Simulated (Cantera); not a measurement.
## Thermodynamics of iron carbonyl, mercury and lead vapours, feed PbO + CO + N2

Charge: 1 mol PbO, 0.58 mol CO, 27 mol N2, held at 973.15 K and 29.0 mbar.

Equilibrium computed with Cantera from the NASA thermochemical tables; the gas is ideal and each condensed phase is pure. Candidate condensed phases: C, Pb, PbO, PbO2, Pb3O4; 27 gas species. Equilibrium is a limit: real reactors are often held back by kinetics, nucleation or transport.

```json
{
 "x(N2)": "0.979",
 "x(CO2)": "0.0210",
 "x(Pb)": "0.000303",
 "x(PbO)": "4.19e-6",
 "x(CO)": "1.74e-6",
 "n(Pb(l))": "0.572 mol",
 "n(PbO(yellow))": "0.420 mol",
 "gas_amount": "27.59 mol",
 "log10 activity of PbO2(s) (absent)": "-8.60",
 "log10 activity of C(graphite) (absent)": "-11.38"
}
```
